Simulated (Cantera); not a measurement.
Input: 1 mol SiHCl3, 0.58 mol CH4, 30 mol H2, held at 2400 K and 0.00820 bar.

Cantera equilibrium calculation (NASA polynomials, part measured and part estimated; ideal gas, pure solids and liquids). Candidate condensed phases: C, C6H6, C7H8, C8H18, Si, SiC; 109 gas species. The tables' values for SiCl are old estimates; treat these amounts as uncertain. Gases not in the tables: Si2H6 and higher silanes. The numbers say what is thermodynamically allowed, not how fast it happens.

Base state: H2 0.740, H 0.151, HCl 0.0686, Si 0.0200, Cl 0.00999, C2H2 (acetylene) 0.00420, SiC2 0.00313, SiCl 0.000859 (mole fractions); condensed: gas only.

Q: What changes in the equilibrium state with this change: pressure from 0.00820 bar to 0.133 bar?

A: 
```csv
species,before,after
H2,0.740,0.866
HCl,0.0686,0.0749
H,0.151,0.0405
Si,0.0200,0.00710
C2H,4.93e-5,3.03e-6
SiC2,0.00313,0.000253
SiH2,3.92e-5,0.000264
"SiC(s), mol",0,0.458
```
